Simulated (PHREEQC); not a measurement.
0.018 g of hydrous ferric oxide (600 m²/g; 0.2 weak and 0.005 strong sites per Fe, Dzombak-Morel constants, diffuse double layer) in 1 kg of water with 0.005 mol/kgw of an inert sodium salt, at 25 °C; the pH is set by adding NaOH or the inert anion's acid. Oxygen is held at 0.21 atm. The system is closed to CO2. Precipitation was switched off in this run.

The numbers come from PHREEQC with the ion-association model, wateq4f.dat.

| pH | surface charge σ (C/m²) | surface potential ψ (mV) |
|---|---|---|
| 3 | 0.302 | 215 |
| 3.67 | 0.221 | 203 |
| 4.33 | 0.147 | 183 |
| 5 | 0.090 | 158 |
| 5.67 | 0.051 | 129 |
| 6.33 | 0.027 | 97 |
| 7 | 0.013 | 62 |
| 7.67 | 0.004 | 25 |
| 8.33 | -0.002 | -12 |
| 9 | -0.009 | -50 |
| 9.67 | -0.021 | -86 |
| 10.33 | -0.042 | -119 |
| 11 | -0.081 | -148 |

The oxide is taken as insoluble; below pH 4 it would dissolve.
